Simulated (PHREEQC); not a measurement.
A solution holds 0.0035 mol/kgw CdCl2, 2 mol/kgw KCl and 0.1 mol/kgw FeSO4, at 20 °C. Closed to the air; pH follows from the charge balance.

All values are PHREEQC results (ion-association model, wateq4f.dat), not measurements.

**Question.** The ionic strength comes out as 2.22 mol/kgw. What activity coefficients do Cd+2, H+, K+, FeCl+, Cl- get?

**Answer.** Cd+2 1.4, H+ 0.72, K+ 0.57, FeCl+ 0.60, Cl- 0.57.

This is a speciation only: nothing precipitates in the calculation. Caution: at this ionic strength the ion-association model is outside its range; a Pitzer model would be the better tool where its parameters exist.
